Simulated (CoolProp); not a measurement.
Aqueous potassium acetate as a coolant, at 14 °C, 1 atm.

Model: Melinder's fits for secondary coolants, in CoolProp.

| mass % | freezing point (°C) | Prandtl number | viscosity (mPa s) | density (kg/m³) | conductivity (W/(m K)) |
|---|---|---|---|---|---|
| 5 | -2.0 | 9.17 | 1.32 | 1028 | 0.572 |
| 8.3 | -3.6 | 9.83 | 1.43 | 1044 | 0.561 |
| 11.7 | -5.5 | 10.6 | 1.55 | 1061 | 0.550 |
| 15 | -7.5 | 11.4 | 1.69 | 1077 | 0.539 |
| 18.3 | -9.8 | 12.4 | 1.84 | 1094 | 0.528 |
| 21.7 | -12.7 | 13.6 | 2.03 | 1113 | 0.518 |
| 25 | -16.2 | 14.9 | 2.25 | 1131 | 0.508 |
| 28.4 | -20.7 | 16.6 | 2.53 | 1151 | 0.497 |
| 31.7 | -25.9 | 18.6 | 2.86 | 1170 | 0.487 |
| 35 | -31.9 | 21.0 | 3.26 | 1189 | 0.478 |
| 38.4 | -38.8 | 24.1 | 3.78 | 1209 | 0.468 |
| 41.7 | -45.6 | 27.7 | 4.38 | 1228 | 0.459 |
